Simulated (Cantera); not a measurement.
A perfectly stirred reactor is fed with CH4 : CO2 : H2 = 1 : 0.62 : 0.15 (molar parts), at 1.01 bar; it is held at 1300 K, and followed from long to short residence time.

Computed with Cantera and GRI-Mech 3.0 (53 species, 325 reactions). GRI-Mech 3.0 stops at C3 and has no aromatics, soot or wall deposition, so with more carbon than oxygen in the feed, carbon stays in small species such as C2H2 where larger ones or solid carbon would form.

Question: What does this change do: temperature 1300 to 1798 K?

Answer: 
```
quantity                 before     after
---------------------  --------  --------
x(CH4) at τ = 2.80 s      0.544    0.0126
x(CO2) at τ = 2.80 s      0.339   0.00392
x(H2) at τ = 2.80 s      0.0957     0.547
x(C2H) at τ = 2.80 s   2.31e-12   2.61e-7
x(CH3) at τ = 2.80 s    1.24e-5  0.000120
x(CH4) at τ = 23.0 ms     0.565    0.0964
x(CO2) at τ = 23.0 ms     0.350    0.0721
x(H2) at τ = 23.0 ms     0.0848     0.362
x(C2H) at τ = 23.0 ms    <1e-12   5.64e-7
x(CH3) at τ = 23.0 ms   8.32e-6  0.000949
```

Question: What does this change do: temperature 1300 to 1575 K?

Answer: 
```
quantity                 before     after
---------------------  --------  --------
x(CH4) at τ = 2.80 s      0.544    0.0725
x(CO2) at τ = 2.80 s      0.339    0.0359
x(H2) at τ = 2.80 s      0.0957     0.401
x(C2H) at τ = 2.80 s   2.31e-12   1.82e-8
x(CH3) at τ = 2.80 s    1.24e-5   8.71e-5
x(CH4) at τ = 23.0 ms     0.565     0.455
x(CO2) at τ = 23.0 ms     0.350     0.309
x(H2) at τ = 23.0 ms     0.0848     0.162
x(C2H) at τ = 23.0 ms    <1e-12   4.29e-9
x(CH3) at τ = 23.0 ms   8.32e-6  0.000439
```
